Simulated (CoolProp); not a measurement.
Values from CoolProp's reference Helmholtz-energy equation of state, Smukala 2000.

Give the vapour pressure (bar), enthalpy of vaporisation (kJ/kg), vapour Z of saturated ethylene at 154.9 K.


```json
[
 {"T (K)": "154.9", "p (bar)": "0.395", "enthalpy of vaporisation (kJ/kg)": "503", "vapour Z": "0.983"}
]
```
